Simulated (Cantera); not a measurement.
Source: NASA polynomial tables (part measured, part estimated), evaluated in Cantera. Values are per mole of reaction as written; species without (g) are pure solids or liquids, kept so even where they would boil at 1 bar. VN: taken at fixed stoichiometry.

2 OH(g) + V → VO2(g) + 2 H(g)

```json
[
 {"T (K)": "450", "ΔH° (kJ)": "?", "ΔS° (J/K)": "?", "ΔG° (kJ)": "?", "log10 K": "?"},
 {"T (K)": "500", "ΔH° (kJ)": "?", "ΔS° (J/K)": "?", "ΔG° (kJ)": "?", "log10 K": "?"},
 {"T (K)": "550", "ΔH° (kJ)": "125.7", "ΔS° (J/K)": "100.6", "ΔG° (kJ)": "70.4", "log10 K": "-6.68"},
 {"T (K)": "600", "ΔH° (kJ)": "126.1", "ΔS° (J/K)": "101.2", "ΔG° (kJ)": "65.3", "log10 K": "-5.69"},
 {"T (K)": "650", "ΔH° (kJ)": "?", "ΔS° (J/K)": "?", "ΔG° (kJ)": "?", "log10 K": "?"},
 {"T (K)": "700", "ΔH° (kJ)": "?", "ΔS° (J/K)": "?", "ΔG° (kJ)": "?", "log10 K": "?"},
 {"T (K)": "750", "ΔH° (kJ)": "127.2", "ΔS° (J/K)": "103.0", "ΔG° (kJ)": "50.0", "log10 K": "-3.48"},
 {"T (K)": "800", "ΔH° (kJ)": "127.6", "ΔS° (J/K)": "103.5", "ΔG° (kJ)": "44.8", "log10 K": "-2.93"}
]
```

### Question
Some entries are withheld; supply them.

### Answer

- 450, ΔH° (kJ): 125.1
- 450, ΔS° (J/K): 99.5
- 450, ΔG° (kJ): 80.4
- 450, log10 K: -9.33
- 500, ΔH° (kJ): 125.4
- 500, ΔS° (J/K): 100.0
- 500, ΔG° (kJ): 75.4
- 500, log10 K: -7.87
- 650, ΔH° (kJ): 126.4
- 650, ΔS° (J/K): 101.8
- 650, ΔG° (kJ): 60.2
- 650, log10 K: -4.84
- 700, ΔH° (kJ): 126.8
- 700, ΔS° (J/K): 102.4
- 700, ΔG° (kJ): 55.1
- 700, log10 K: -4.11
